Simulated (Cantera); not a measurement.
Cantera run:

```python
import numpy as np
import cantera as ct

gas_names = """
    C CN CO CO2 C2 CCN CNC C2N2 C2O C3 C3O2 C4 C4N2 C5 Fe FeC5O5 FeO N NCO NO NO2 NO3 N2 N2O O O2 O3
""".split()
cond_names = """
    C(gr) Fe(a) Fe(c) Fe(d) Fe(L) FeC5O5(L) FeO(s) FeO(L) Fe2O3(s) Fe3O4(s)
""".split()


# ... load() reads the species with a 1 bar reference pressure and builds the phases ...
atoms = {
    'Fe(CO)5': {'Fe': 1, 'C': 5, 'O': 5},
    'N2': {'N': 2},
}
top_T = {'C(gr)': 4500, 'Fe2O3(s)': 1830, 'Fe3O4(s)': 1870}  # K; cautious upper limits of use, not melting points


# ... equilibrate(T, P, feed) seeds the gas with the atoms and calls Mixture.equilibrate('TP', solver="vcs", rtol=1e-11, max_steps=5000) ...
results = []
feed = {'Fe(CO)5': 1, 'N2': 4.8}  # mol
T = 1425  # K
P = 133.322  # Pa
mix = equilibrate(T, P, feed)
results.append((T, P, feed, dict(zip(mix.species_names, mix.species_moles))))
print(gas.report(threshold=1e-06))
for i in range(1, mix.n_phases):
    print(f"{mix.phase(i).name:16s} {mix.phase_moles(i):12.5e} mol")
```

It prints:

```
       temperature   1425 K
          pressure   133.32 Pa
           density   0.00031521 kg/m^3
  mean mol. weight   28.013 kg/kmol
   phase of matter   gas

                          1 kg             1 kmol
                     ---------------   ---------------
          enthalpy        -7.284e+05       -2.0404e+07  J
   internal energy       -1.1514e+06       -3.2253e+07  J
           entropy             10860        3.0421e+05  J/K
    Gibbs function       -1.6204e+07       -4.5391e+08  J
 heat capacity c_p            1239.1             34709  J/K
 heat capacity c_v            942.25             26395  J/K

                      mass frac. Y      mole frac. X     chem. pot. / RT
                     ---------------   ---------------   ---------------
                CO           0.51015           0.51019           -43.228
                Fe        4.1785e-05         2.096e-05           -6.3138
                N2           0.48981           0.48979            -33.19
     [  +24 minor]        7.2918e-07        4.6417e-07

C(gr)             4.53013e-06 mol
Fe(c)             9.99795e-01 mol
FeC5O5(L)         0.00000e+00 mol
FeO(s)            0.00000e+00 mol
Fe2O3(s)          0.00000e+00 mol
Fe3O4(s)          0.00000e+00 mol
```

These are equilibrium values from Cantera (NASA tables, ideal gas, pure condensed phases), not measurements of a reactor.
